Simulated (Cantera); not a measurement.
Input: 1 mol H2S, 0.46 mol H2, equilibrated at 120 bar.

Method: chemical equilibrium by Gibbs-energy minimisation in Cantera with the NASA 1993 tables (ideal gas, pure condensed phases). Candidate condensed phases: S; 14 gas species. Ions and electrons are included (thermal ionisation). The ideal-gas law is rough above about 30 bar. Equilibrium is a limit: real reactors are often held back by kinetics, nucleation or transport.

x: gas mole fraction; nothing condenses.

```json
[
 {"T (K)": "3000", "x H2": "0.558", "x H": "0.0108", "x H2S": "0.211", "x S": "0.00827", "x SH": "0.0832", "x S2": "0.128", "x S+": "5.61e-10"},
 {"T (K)": "3250", "x H2": "0.565", "x H": "?", "x H2S": "?", "x S": "?", "x SH": "?", "x S2": "0.129", "x S+": "?"},
 {"T (K)": "3500", "x H2": "0.559", "x H": "0.0403", "x H2S": "0.124", "x S": "0.0285", "x SH": "0.124", "x S2": "0.124", "x S+": "1.94e-8"},
 {"T (K)": "3750", "x H2": "0.542", "x H": "0.0673", "x H2S": "0.0938", "x S": "0.0453", "x SH": "0.138", "x S2": "0.114", "x S+": "7.79e-8"},
 {"T (K)": "4000", "x H2": "0.513", "x H": "0.104", "x H2S": "0.0698", "x S": "0.0664", "x SH": "0.145", "x S2": "0.101", "x S+": "2.59e-7"},
 {"T (K)": "4250", "x H2": "?", "x H": "?", "x H2S": "?", "x S": "?", "x SH": "0.147", "x S2": "?", "x S+": "?"},
 {"T (K)": "4500", "x H2": "0.428", "x H": "0.207", "x H2S": "0.0361", "x S": "0.117", "x SH": "0.141", "x S2": "0.0716", "x S+": "1.82e-6"},
 {"T (K)": "4750", "x H2": "0.377", "x H": "0.269", "x H2S": "0.0250", "x S": "0.142", "x SH": "0.130", "x S2": "0.0572", "x S+": "4.04e-6"},
 {"T (K)": "5000", "x H2": "0.323", "x H": "0.334", "x H2S": "0.0168", "x S": "0.166", "x SH": "0.116", "x S2": "0.0443", "x S+": "8.18e-6"}
]
```

Task: What belongs in the gaps?

Result: 
- 3250, x H: 0.0220
- 3250, x H2S: 0.162
- 3250, x S: 0.0163
- 3250, x SH: 0.105
- 3250, x S+: 3.81e-9
- 4250, x H2: 0.474
- 4250, x H: 0.151
- 4250, x H2S: 0.0508
- 4250, x S: 0.0907
- 4250, x S2: 0.0868
- 4250, x S+: 7.33e-7
